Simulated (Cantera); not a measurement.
A diamond (100) surface in a fixed gas of H2 with x(CH4) = 0.016, x(CH3) = 8.3e-05, at 975 K, 0.0850 bar; coverages are run to steady state.

Detailed kinetics in Cantera: the Harris–Goodwin 1993 mechanism for the reconstructed diamond (100) surface.

One state of this run: growth (µm/h) = 2.86; θ c6HH = 0.586; θ c6H* = 0.0151; θ c6*H = 0.332; θ c6** = 0.00705; θ c6HM = 0.0446. θ: site fractions in the mechanism's names (c6HH fully hydrogenated, c6H* and c6*H radical sites, c6** diradical, c6HM methylated).

### Question
Which value of x(H) does it belong to?
A) 0.0001
B) 0.0094
C) 0.00097
D) 0.00045

### Answer
C, 0.00097
